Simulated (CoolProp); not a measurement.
The fluid at 263.3 K and 2.96 MPa flows at 1.1 m/s in a round tube of 6 mm bore and 1.5 µm roughness, fully developed (64/Re and Nu = 3.66 if laminar; Colebrook and Gnielinski if turbulent). The same conditions are run with several fluids, on thermodynamics alone (safety and materials aside).

Computed with CoolProp (reference Helmholtz-energy equation of state of each fluid (sulfur hexafluoride: Guder 2009; R143a: Lemmon and Jacobsen 2000; R13: Platzer 1990; R134a: Tillner-Roth 1994; R11: Jacobsen 1992)). The equations of Platzer and Polt are older, rougher fits.

```tsv
fluid	Reynolds number	Darcy friction factor	pressure drop (Pa/m)	heat-transfer coefficient (W/(m² K))	mass flow (kg/h)
sulfur hexafluoride	47000	0.0220	3660	2580	184
R143a	44200	0.0223	2400	2840	120
R13	66700	0.0206	2510	2520	135
R134a	28100	0.0245	3300	2670	150
R11	15800	0.0279	4400	1820	175
```

Transport values come from each fluid's own correlations; those of R143a, R13, R134a, R11 are estimates that may be off by 10 % or more.
